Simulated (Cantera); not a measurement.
An isothermal, constant-pressure homogeneous reactor starts with H₂ : O₂ = 0.011 : 1 (molar parts), equivalence ratio 0.0055, at 1450 K and 3.30 Torr. Integrator tolerance rtol = 1e-08.

Cantera simulation using the H2/O2 subset of GRI-Mech 3.0, which has no nitrogen chemistry; the numbers are that mechanism's predictions, not measurements. Radical loss at walls, strong at low pressure, is not modelled.

### Question
What does this change do: O2 1 to 6.2 parts?

### Answer
| quantity | before | after |
|---|---|---|
| x(H₂) at 10.0 s | 1.03e-5 (gas-phase equilibrium 1.57e-7) | 9.22e-7 (gas-phase equilibrium 2.52e-8) |
| x(O₂) at 10.0 s | 0.987 (gas-phase equilibrium 0.989) | 0.997 (gas-phase equilibrium 0.998) |
| x(H₂O₂) at 10.0 s | 1.50e-9 (gas-phase equilibrium 1.11e-10) | 2.73e-10 (gas-phase equilibrium 1.79e-11) |
| x(H₂O) at 10.0 s | 0.0105 (gas-phase equilibrium 0.0109) | 0.00165 (gas-phase equilibrium 0.00175) |
| x(O) at 10.0 s | 0.00205 (gas-phase equilibrium 3.03e-5) | 0.00118 (gas-phase equilibrium 3.04e-5) |
| x(H) at 10.0 s | 3.13e-5 (gas-phase equilibrium 5.70e-8) | 5.33e-6 (gas-phase equilibrium 2.28e-8) |
| x(OH) at 10.0 s | 0.000764 (gas-phase equilibrium 9.44e-5) | 0.000229 (gas-phase equilibrium 3.80e-5) |
